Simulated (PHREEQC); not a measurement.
Make-up at 25 °C: 25 mmol/kgw NaH2PO4 and 3 mmol/kgw Na2B4O7. Closed to the air; pH follows from the charge balance.

The numbers come from PHREEQC with the ion-association model, phreeqc.dat.

```tsv
quantity	before	after
pH	6.47	6.68
NaHPO4- (mol/kgw)	0.000175	3.31e-8
H2BO3- (mol/kgw)	2.43e-5	3.34e-7
```

Question: Name the change that produced these shifts.
(A) Na2B4O7 from 0.003 to 0.0015 mol/kgw
(B) Na2B4O7 from 0.003 to 0.006 mol/kgw
(C) NaH2PO4 from 0.025 to 0.0375 mol/kgw
(D) Na2B4O7 from 0.003 to 0.0006 mol/kgw
(E) diluted 100-fold with water

Answer: E, diluted 100-fold with water

This is a speciation only: nothing precipitates in the calculation.
